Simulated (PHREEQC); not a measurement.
Solution (60 °C): 7.4 mmol/kgw NH4HF2. Closed to the air; pH follows from the charge balance.

All values are PHREEQC results (ion-association model, wateq4f.dat), not measurements.

```json
{
 "pH": "3.47",
 "ionic_strength": "0.00777 mol/kgw",
 "total_alkalinity": "-7.40 meq/kg"
}
```

| species | molality | activity | log γ |
|---|---|---|---|
| F- | 0.00754 | 0.00682 | -0.044 |
| NH4+ | 0.00740 | 0.00670 | -0.043 |
| HF | 0.00675 | 0.00676 | 0.001 |
| H+ | 0.000369 | 0.000338 | -0.038 |
| HF2- | 0.000224 | 0.000203 | -0.044 |
| H2F2 | 3.10e-5 | 3.11e-5 | 0.001 |
| NH3 | 1.02e-7 | 1.02e-7 | 0.000 |

Precipitation was switched off in this run. Constants without temperature data keep their 25 °C values here.
